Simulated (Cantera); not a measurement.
Cantera run:

```python
import numpy as np
import cantera as ct

gas_names = """
    B BH BH2 BH3 BO BO2 B2 B2O B2O2 B2O3 B3O3H3 H HBO HBO2 HO2 H2 H2O H2O2 H3B3O6 O OH O2 O3
""".split()
cond_names = """
    B(b) B(L) B2O3(L) B3O3H3(cr) H2O(s) H2O(L)
""".split()


# ... load() reads the species with a 1 bar reference pressure and builds the phases ...
atoms = {
    'B': {'B': 1},
    'H2O': {'H': 2, 'O': 1},
    'H2': {'H': 2},
}
top_T = {}  # K; cautious upper limits of use, not melting points


# ... equilibrate(T, P, feed) seeds the gas with the atoms and calls Mixture.equilibrate('TP', solver="vcs", rtol=1e-11, max_steps=5000) ...
results = []
feed = {'B': 1, 'H2O': 0.11, 'H2': 12}  # mol
P = 10000  # Pa
for T in [1098, 1148, 1198, 1248, 1298, 1348, 1398, 1448, 1498, 1548, 1598, 1648, 1698, 1748]:
    mix = equilibrate(T, P, feed)
    results.append((T, P, feed, dict(zip(mix.species_names, mix.species_moles))))

top = {s: max(r[3][s] / sum(r[3][g] for g in gas_names) for r in results) for s in gas_names}
cols = sorted((s for s in top if top[s] > 1e-06), key=lambda s: -top[s])[:6]
seen = [c for c in cond_names if any(r[3].get(c, 0) > 1e-12 for r in results)]
print("log10 of partial pressures in bar; condensed amounts in mol")
print(f"{'T/K':>10s}" + "".join(f"{s[:9]:>10s}" for s in cols + seen))
for T, P, feed, n in results:
    ng = sum(n[g] for g in gas_names)
    print(f"{T:10.4g}" + "".join(f"{np.log10(max(n[s] / ng * P / 1e5, 1e-99)):10.3f}" for s in cols)
          + "".join(f"{n.get(c, 0):10.4g}" for c in seen))
```

Result:

```
log10 of partial pressures in bar; condensed amounts in mol
       T/K        H2       HBO    B3O3H3         H      B2O2        BO      B(b)   B2O3(L)
      1098    -1.001    -5.567    -3.684    -8.107    -8.607   -10.935    0.9015   0.01151
      1148    -1.001    -5.137    -3.673    -7.645    -7.854   -10.092    0.9007   0.01068
      1198    -1.001    -4.744    -3.666    -7.222    -7.166    -9.322    0.8998  0.009787
      1248    -1.001    -4.384    -3.661    -6.831    -6.536    -8.614    0.8986  0.008511
      1298    -1.001    -4.053    -3.659    -6.471    -5.956    -7.963    0.8965  0.006308
      1348    -1.002    -3.747    -3.658    -6.137    -5.420    -7.361    0.8927  0.002207
      1398    -1.002    -3.491    -3.740    -5.826    -4.978    -6.830     0.891         0
      1448    -1.003    -3.300    -3.957    -5.537    -4.661    -6.384    0.8915         0
      1498    -1.003    -3.179    -4.329    -5.267    -4.479    -6.024    0.8917         0
      1548    -1.004    -3.122    -4.847    -5.013    -4.423    -5.745    0.8914         0
      1598    -1.004    -3.100    -5.424    -4.776    -4.432    -5.515    0.8908         0
      1648    -1.004    -3.090    -5.999    -4.552    -4.462    -5.310    0.8903         0
      1698    -1.004    -3.085    -6.551    -4.342    -4.499    -5.121    0.8898         0
      1748    -1.004    -3.083    -7.077    -4.143    -4.538    -4.945    0.8893         0
```

These are equilibrium values from Cantera (NASA tables, ideal gas, pure condensed phases), not measurements of a reactor. Mutual solubility and eutectic melting of coexisting phases are not modelled. The tables' values for BH2 are old estimates; treat these amounts as uncertain.
